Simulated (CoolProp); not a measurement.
Vapour-liquid equilibrium of n-pentane (1) + cyclohexane (2) at 2.43 bar; x and y are mole fractions of (1).

Model: multi-fluid Helmholtz-energy mixture model, Thol 2019 and Zhou 2014; pair parameters Bell 2016, in CoolProp.

```tsv
x	bubble temperature (°C)	y at the bubble point	dew temperature at overall composition x (°C)	liquid density (mol/L)
0.05	108.2	0.148	111.4	8.171
0.15	100.0	0.371	108.1	8.199
0.25	93.4	0.528	104.6	8.210
0.35	87.8	0.644	100.9	8.209
0.45	83.0	0.732	96.8	8.198
0.55	78.8	0.802	92.3	8.179
0.65	75.1	0.859	87.4	8.154
0.75	71.7	0.907	81.9	8.125
0.85	68.6	0.948	75.7	8.092
0.95	65.7	0.984	68.4	8.055
```

No azeotrope shows between x = 0.05 and 0.95.

The pair parameters rest on a limited set of measurements; away from them the model extrapolates.
